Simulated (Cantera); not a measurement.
Feed: 1 mol acetone, 0.65 mol CO₂, equilibrated at 0.0133 bar.

These are equilibrium values from Cantera (NASA tables, ideal gas, pure condensed phases), not measurements of a reactor. Candidate condensed phases: C, C₆H₆, C₇H₈, C₈H₁₈, H₂O; 110 gas species. The feed counts by its element totals alone. Rates play no part.

x: gas mole fraction; n: condensed amount in mol.

```tsv
T (°C)	x H₂	x H	x CO	x C₃	x C₂H₂ (acetylene)	x C₂H	n C(graphite)
825	0.566	1.61e-7	0.434	<1e-12	7.21e-9	<1e-12	1.35
975	0.566	(withheld)	0.434	<1e-12	(withheld)	<1e-12	1.35
1125	0.566	3.08e-5	0.434	<1e-12	1.39e-6	<1e-12	1.35
1275	0.566	0.000201	0.434	<1e-12	8.88e-6	7.91e-12	1.35
1425	0.565	0.000942	0.434	<1e-12	4.07e-5	3.76e-10	1.35
1575	0.563	0.00345	0.433	3.58e-11	0.000145	9.48e-9	1.35
1725	0.557	0.0104	0.432	1.98e-9	0.000423	1.46e-7	1.35
1875	0.544	0.0266	0.428	6.16e-8	0.00104	1.52e-6	1.34
2025	0.517	0.0596	0.421	1.21e-6	0.00221	1.15e-5	1.33
2175	0.469	0.118	0.408	1.63e-5	0.00406	6.55e-5	1.30
2325	(withheld)	(withheld)	0.389	(withheld)	(withheld)	(withheld)	1.27
2475	0.302	0.323	0.363	0.00123	0.00845	0.00104	1.20
2625	0.201	0.444	0.333	0.00758	0.00921	0.00300	0.994
2775	0.111	0.527	0.296	0.0387	0.00794	0.00692	0.0655
```

Q: Fill in the missing entries.

A: 
- 2325, x H₂: 0.397
- 2325, x H: 0.208
- 2325, x C₃: 0.000161
- 2325, x C₂H₂ (acetylene): 0.00638
- 2325, x C₂H: 0.000293
- 975, x H: 3.04e-6
- 975, x C₂H₂ (acetylene): 1.38e-7
